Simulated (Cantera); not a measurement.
Adiabatic ignition

An adiabatic, constant-pressure homogeneous reactor starts with H2 : O2 : N2 = 1 : 0.333 : 1.25 (molar parts), equivalence ratio 1.5, at 950 K and 2.07 atm.

Cantera simulation using GRI-Mech 3.0 (53 species, 325 reactions); the numbers are that mechanism's predictions, not measurements. The hydrogen kinetics of GRI-Mech 3.0 are dated; newer H2 mechanisms differ, most at raised pressure.

```tsv
t (s)	T (K)	x H2	x O2	x N2O	x H	x H2O2
4.00e-6	950	0.387	0.129	<1e-12	3.71e-11	<1e-12
8.66e-6	950	0.387	0.129	<1e-12	4.96e-11	<1e-12
1.88e-5	950	0.387	0.129	<1e-12	5.44e-11	2.26e-12
4.06e-5	950	0.387	0.129	<1e-12	5.57e-11	1.18e-11
8.80e-5	950	0.387	0.129	<1e-12	5.80e-11	5.84e-11
0.000191	950	0.387	0.129	<1e-12	6.31e-11	2.83e-10
0.000413	950	0.387	0.129	<1e-12	7.49e-11	1.36e-9
0.000894	950	0.387	0.129	<1e-12	1.04e-10	6.61e-9
0.00194	950	0.387	0.129	<1e-12	1.90e-10	3.34e-8
0.00420	950	0.387	0.129	<1e-12	5.52e-10	1.99e-7
0.00909	950	0.387	0.129	<1e-12	3.68e-9	2.09e-6
0.0197	951	0.387	0.129	1.10e-11	4.23e-8	4.62e-5
0.0426	2673	0.145	0.000314	6.03e-8	0.0136	7.29e-8
0.0923	2672	0.145	0.000309	6.61e-8	0.0135	7.21e-8
0.200	2672	0.145	0.000309	6.61e-8	0.0135	7.21e-8
```
x: mole fraction; the columns are a selection and need not sum to one.

The time of steepest temperature rise is 40.5 ms and the temperature at 0.200 s is 2672 K. The equilibrium temperature comes out as 2672 K, the x(H2) at 0.200 s is 0.145 (gas-phase equilibrium 0.145) and the x(O2) at 0.200 s is 0.000309 (gas-phase equilibrium 0.000309). The x(N2O) at 0.200 s is 6.61e-8 (gas-phase equilibrium 6.61e-8).
